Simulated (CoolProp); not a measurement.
Nitrous oxide along the isotherm 206.8 K: Z from the reference equation and from simpler models built on Tc = 309.5 K, pc = 7.245 MPa, ω = 0.161; each cubic takes its own stable root.

The numbers come from the reference Helmholtz-energy equation of state, Lemmon 2006 in CoolProp. It is a short technical equation, of lower accuracy than the large ones.

```json
[
 {"p (MPa)": "0.241", "phase": "gas", "reference": "0.9567"},
 {"p (MPa)": "0.483", "phase": "liquid", "reference": "0.01063"},
 {"p (MPa)": "0.724", "phase": "liquid", "reference": "0.01592"},
 {"p (MPa)": "0.966", "phase": "liquid", "reference": "0.02124"},
 {"p (MPa)": "1.21", "phase": "liquid", "reference": "0.02659"},
 {"p (MPa)": "1.45", "phase": "liquid", "reference": "0.03185"},
 {"p (MPa)": "1.69", "phase": "liquid", "reference": "0.03711"},
 {"p (MPa)": "1.93", "phase": "liquid", "reference": "0.04236"},
 {"p (MPa)": "2.17", "phase": "liquid", "reference": "0.04761"},
 {"p (MPa)": "2.41", "phase": "liquid", "reference": "0.05286"},
 {"p (MPa)": "2.66", "phase": "liquid", "reference": "0.05832"},
 {"p (MPa)": "2.9", "phase": "liquid", "reference": "0.06356"},
 {"p (MPa)": "3.14", "phase": "liquid", "reference": "0.06879"},
 {"p (MPa)": "3.38", "phase": "liquid", "reference": "0.07402"},
 {"p (MPa)": "3.62", "phase": "liquid", "reference": "0.07925"}
]
```

How far does each simpler model (van der Waals, Redlich-Kwong, Peng-Robinson) lie from the reference over these 15 states: mean and median of the absolute difference, and the worst?


- van der Waals: mean 1280.4 %, median 59.8 %, worst +8806.9 % at 206.8 K and 0.483 MPa
- Redlich-Kwong: mean 9.1 %, median 9.6 %, worst +9.8 % at 206.8 K and 0.483 MPa
- Peng-Robinson: mean 4.6 %, median 4.9 %, worst -4.9 % at 206.8 K and 3.62 MPa

At some of these states van der Waals gives the other phase, because its saturation line lies elsewhere.
